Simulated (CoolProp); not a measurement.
Nitrogen along the isotherm -85.45 °C: fugacity coefficient from the reference equation and from simpler models built on Tc = -147.0 °C, pc = 3.396 MPa, ω = 0.037; each cubic takes its own stable root.

Model: reference Helmholtz-energy equation of state, Span 2000, in CoolProp.

```csv
p (MPa),phase,reference
0.0537,gas,0.9985
0.0955,gas,0.9974
0.17,gas,0.9954
0.302,gas,0.9918
0.537,gas,0.9855
0.955,gas,0.9744
1.7,gas,0.9550
3.02,gas,0.9219
5.37,supercritical,0.8671
9.55,supercritical,0.7856
17,supercritical,0.6986
```

How far does each simpler model (Redlich-Kwong, Peng-Robinson) lie from the reference over these 11 states: mean and median of the absolute difference, and the worst?


- Redlich-Kwong: mean 0.4 %, median 0.2 %, worst -1.3 % at -85.45 °C and 9.55 MPa
- Peng-Robinson: mean 1.6 %, median 0.7 %, worst -5.4 % at -85.45 °C and 17 MPa
